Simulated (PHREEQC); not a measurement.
Solution (25 °C): 7.7 mmol/kgw MnSO4 and 0.72 mmol/kgw Na2SO4. Closed to the air; pH follows from the charge balance.

The numbers come from PHREEQC with the ion-association model, phreeqc.dat.

```tsv
quantity	before	after
pH	6.58	6.75
ionic strength (mol/kgw)	0.0248	0.00583
SO4-2 (mol/kgw)	0.00638	0.00149
Mn+2 (mol/kgw)	0.00568	0.00135
MnSO4 (mol/kgw)	0.00202	0.000190
NaSO4- (mol/kgw)	2.50e-5	1.55e-6
SI of Pyrochroite (Mn(OH)2)	-4.54	-4.71
```

Which change was made?
(A) Na2SO4 from 0.00072 to 0.00108 mol/kgw
(B) Na2SO4 from 0.00072 to 0.00036 mol/kgw
(C) Na2SO4 from 0.00072 to 0.000792 mol/kgw
(D) diluted 5-fold with water
(E) temperature from 25 to 30 °C

D, diluted 5-fold with water

This is a speciation only: nothing precipitates in the calculation.
